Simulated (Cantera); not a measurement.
# Equilibrium for boron, boron nitride and boron oxide: BCl3 + NH3 + H2

Input: 1 mol BCl3, 0.12 mol NH3, a varied amount of H2, held at 1625 K and 36.0 Pa.

Method: chemical equilibrium by Gibbs-energy minimisation in Cantera with the NASA 1993 tables (ideal gas, pure condensed phases). Candidate condensed phases: B, BN, NH4Cl; 21 gas species. Mutual solubility and eutectic melting of coexisting phases are not modelled. The tables' values for BCl, BCl2, BH2 are old estimates; treat these amounts as uncertain. Gases not in the tables: BHCl2. The numbers say what is thermodynamically allowed, not how fast it happens.

```
n(H2) (mol)  log p H2  log p HCl  log p BCl  log p H  log p BCl3  n B(s)  n BN(s)
-----------  --------  ---------  ---------  -------  ----------  ------  -------
7               -3.62      -3.95      -5.15    -5.96       -6.19   0.685    0.114
8.9             -3.59      -4.03      -5.25    -5.95       -6.49   0.701    0.113
11              -3.56      -4.10      -5.34    -5.93       -6.75   0.712    0.112
14              -3.54      -4.19      -5.44    -5.92       -7.06   0.722    0.110
18              -3.52      -4.29      -5.55    -5.91       -7.37   0.730    0.107
23              -3.50      -4.39      -5.65    -5.90       -7.69   0.738    0.104
29              -3.49      -4.48      -5.75    -5.90       -7.99   0.744   0.0998
```
log p: log10 of the partial pressure in bar; n: condensed amount in mol.

From 7 mol H2 to 29 mol H2 the condensed part is B(s) + BN(s). The share of B in condensed phases is highest at 29 mol H2 (84.4 %) and lowest at 7 mol H2 (80.0 %).
